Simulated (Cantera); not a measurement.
Charge: 1 mol Fe₃O₄, 0.86 mol C, 0.15 mol CO, at 0.150 bar.

These are equilibrium values from Cantera (NASA tables, ideal gas, pure condensed phases), not measurements of a reactor. Candidate condensed phases: C, Fe, Fe(CO)₅, FeO, Fe₂O₃, Fe₃O₄; 15 gas species. Mutual solubility and eutectic melting of coexisting phases are not modelled. The tables' stoichiometric FeO is somewhat more stable than real wüstite, so its field is too wide. FeO: taken at fixed stoichiometry. Equilibrium is a limit: real reactors are often held back by kinetics, nucleation or transport.

Question: Which condensed phases are stable at each of these points (T (K)): 1498, 1598, 1698, 1798, 1898, 1998, 2098, 2198, 2298, 2398, 2498, 2598?

Answer: 
```json
[
 {"T (K)": "1498", "condensed phases": "Fe(γ) + FeO(s)", "Fe condensed (%)": "100.0"},
 {"T (K)": "1598", "condensed phases": "FeO(s)", "Fe condensed (%)": "100.0"},
 {"T (K)": "1698", "condensed phases": "FeO(l)", "Fe condensed (%)": "100.0"},
 {"T (K)": "1798", "condensed phases": "FeO(l)", "Fe condensed (%)": "100.0"},
 {"T (K)": "1898", "condensed phases": "FeO(l)", "Fe condensed (%)": "100.0"},
 {"T (K)": "1998", "condensed phases": "FeO(l)", "Fe condensed (%)": "99.9"},
 {"T (K)": "2098", "condensed phases": "FeO(l)", "Fe condensed (%)": "99.9"},
 {"T (K)": "2198", "condensed phases": "FeO(l)", "Fe condensed (%)": "99.7"},
 {"T (K)": "2298", "condensed phases": "FeO(l)", "Fe condensed (%)": "99.3"},
 {"T (K)": "2398", "condensed phases": "FeO(l)", "Fe condensed (%)": "98.6"},
 {"T (K)": "2498", "condensed phases": "FeO(l)", "Fe condensed (%)": "97.6"},
 {"T (K)": "2598", "condensed phases": "FeO(l)", "Fe condensed (%)": "95.9"}
]
```

At 1498 K the condensed part is Fe(γ) + FeO(s). At 1598 K the condensed part is FeO(s). From 1698 K to 2598 K the condensed part is FeO(l).
